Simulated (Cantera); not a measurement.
**Premixed flame**

A freely propagating, adiabatic, planar premixed flame of H₂ : O₂ : N₂ : H₂O = 1 : 0.617 : 2.47 : 0.18 (molar parts), equivalence ratio 0.81, unburnt at 550 K and 1000000 Pa; mixture-averaged transport, grid criteria slope 0.08 and curve 0.16, no radiation.

Cantera simulation using the H2/O2 subset of GRI-Mech 3.0, which has no nitrogen chemistry; the numbers are that mechanism's predictions, not measurements. The hydrogen kinetics of GRI-Mech 3.0 are dated; newer H2 mechanisms differ, most at raised pressure. Burning velocities carry a grid error of a few per cent, more on coarse grids.

```csv
z (mm),T (K),u (m/s),x H₂,x O₂,x H₂O₂,x OH,x H,x H₂O
-0.0961,550,1.81,0.232,0.145,5.33e-8,<1e-8,<1e-8,0.0423
-0.0640,552,1.80,0.227,0.146,5.00e-7,<1e-8,<1e-8,0.0428
-0.0480,557,1.80,0.219,0.147,2.05e-6,<1e-8,<1e-8,0.0436
-0.0320,583,1.85,0.198,0.150,1.78e-5,<1e-8,<1e-8,0.0476
-0.0160,784,2.37,0.144,0.148,0.000203,1.46e-5,9.21e-6,0.0778
-0.00800,1117,3.31,0.101,0.128,0.000294,0.000434,0.000494,0.128
0,1505,4.41,0.0588,0.0947,3.69e-5,0.00215,0.00276,0.194
0.00800,1765,5.17,0.0303,0.0661,6.04e-6,0.00529,0.00441,0.242
0.0160,1912,5.59,0.0169,0.0512,4.11e-6,0.00777,0.00396,0.266
0.0320,2048,5.97,0.00827,0.0417,2.61e-6,0.00857,0.00205,0.283
0.0640,2137,6.21,0.00368,0.0383,1.54e-6,0.00662,0.000616,0.294
0.128,2176,6.32,0.00143,0.0374,9.08e-7,0.00446,0.000153,0.299
0.256,2189,6.35,0.000676,0.0373,6.58e-7,0.00332,5.38e-5,0.300
```
x: mole fraction of selected species; z is measured from the peak of heat release.

laminar burning velocity: 181 cm/s
thermal thickness: 0.0320 mm
peak x(H₂O₂): 0.000311
peak x(OH): 0.00870
peak x(H): 0.00445
grid points: 108
